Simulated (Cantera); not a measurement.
An isothermal, constant-pressure homogeneous reactor starts with 16.1 % C3H8, 83.9 % H2, at 1098 K and 1.01 bar.

Detailed kinetics in Cantera: GRI-Mech 3.0 (53 species, 325 reactions). GRI-Mech 3.0 was tuned for natural gas; its chemistry of propane as a main component is partial and can be far from experiment. GRI-Mech 3.0 stops at C3 and has no aromatics, soot or wall deposition, so with more carbon than oxygen in the feed, carbon stays in small species such as C2H2 where larger ones or solid carbon would form.

One state of this run: x C3H8 = 0.0151; x H2 = 0.728; x CH4 = 0.129; x C2H4 = 0.109; x C2H6 = 0.0187. x: mole fraction; the columns are a selection and need not sum to one.

Q: Which value of t (s) does it belong to?
A. 2.00
B. 0.106
C. 0.0150
D. 0.00212

A: B, 0.106
